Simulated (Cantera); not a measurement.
A perfectly stirred reactor is fed with CH4 : C2H6 : O2 : N2 : CO2 = 1 : 0.031 : 1.24 : 4.66 : 0.63 (molar parts), at 0.987 atm; it is adiabatic with a 700 K inlet, and is followed from long to short residence time, starting on the burning branch (τ in s: 0.066, 0.029, 0.013, 0.0055, 0.0024, 0.001, 0.00046, 0.0002, 8.7e-05, 3.8e-05, 1.7e-05, 7.2e-06, 3.2e-06).

Detailed kinetics in Cantera: GRI-Mech 3.0 (53 species, 325 reactions).

x: mole fraction; the columns are a selection and need not sum to one.

```json
[
 {"τ (s)": "0.066", "T (K)": "1906", "x CH4": "0.00243", "x C2H6": "1.95e-6", "x O2": "0.000488", "x H2O": "0.175", "x CO2": "0.0740", "x C2H": "___", "x CH2CO": "1.03e-5"},
 {"τ (s)": "0.029", "T (K)": "1906", "x CH4": "0.00315", "x C2H6": "4.33e-6", "x O2": "0.000923", "x H2O": "0.175", "x CO2": "0.0753", "x C2H": "___", "x CH2CO": "1.95e-5"},
 {"τ (s)": "0.013", "T (K)": "1902", "x CH4": "0.00391", "x C2H6": "9.14e-6", "x O2": "0.00168", "x H2O": "0.176", "x CO2": "0.0764", "x C2H": "___", "x CH2CO": "3.39e-5"},
 {"τ (s)": "0.0055", "T (K)": "1890", "x CH4": "0.00497", "x C2H6": "2.05e-5", "x O2": "0.00320", "x H2O": "0.175", "x CO2": "0.0777", "x C2H": "___", "x CH2CO": "5.84e-5"},
 {"τ (s)": "0.0024", "T (K)": "1865", "x CH4": "0.00671", "x C2H6": "4.94e-5", "x O2": "0.00619", "x H2O": "0.172", "x CO2": "0.0793", "x C2H": "___", "x CH2CO": "0.000101"},
 {"τ (s)": "0.0010", "T (K)": "1784", "x CH4": "0.0126", "x C2H6": "0.000210", "x O2": "0.0162", "x H2O": "0.159", "x CO2": "0.0829", "x C2H": "___", "x CH2CO": "0.000247"},
 {"τ (s)": "0.00046", "T (K)": "700", "x CH4": "0.132", "x C2H6": "0.00410", "x O2": "0.164", "x H2O": "<1e-12", "x CO2": "0.0833", "x C2H": "<1e-12", "x CH2CO": "<1e-12"},
 {"τ (s)": "0.00020", "T (K)": "700", "x CH4": "0.132", "x C2H6": "0.00410", "x O2": "0.164", "x H2O": "<1e-12", "x CO2": "0.0833", "x C2H": "<1e-12", "x CH2CO": "<1e-12"},
 {"τ (s)": "8.7e-5", "T (K)": "700", "x CH4": "0.132", "x C2H6": "0.00410", "x O2": "0.164", "x H2O": "<1e-12", "x CO2": "0.0833", "x C2H": "<1e-12", "x CH2CO": "<1e-12"},
 {"τ (s)": "3.8e-5", "T (K)": "700", "x CH4": "0.132", "x C2H6": "0.00410", "x O2": "0.164", "x H2O": "<1e-12", "x CO2": "0.0833", "x C2H": "<1e-12", "x CH2CO": "<1e-12"},
 {"τ (s)": "1.7e-5", "T (K)": "700", "x CH4": "0.132", "x C2H6": "0.00410", "x O2": "0.164", "x H2O": "<1e-12", "x CO2": "0.0833", "x C2H": "<1e-12", "x CH2CO": "<1e-12"},
 {"τ (s)": "7.2e-6", "T (K)": "700", "x CH4": "0.132", "x C2H6": "0.00410", "x O2": "0.164", "x H2O": "<1e-12", "x CO2": "0.0833", "x C2H": "<1e-12", "x CH2CO": "<1e-12"},
 {"τ (s)": "3.2e-6", "T (K)": "700", "x CH4": "0.132", "x C2H6": "0.00410", "x O2": "0.164", "x H2O": "<1e-12", "x CO2": "0.0833", "x C2H": "<1e-12", "x CH2CO": "<1e-12"}
]
```

Problem. Some entries are withheld; supply them.

Solution. 
- 0.066, x C2H: 1.00e-7
- 0.029, x C2H: 1.80e-7
- 0.013, x C2H: 2.89e-7
- 0.0055, x C2H: 4.31e-7
- 0.0024, x C2H: 5.53e-7
- 0.0010, x C2H: 4.44e-7
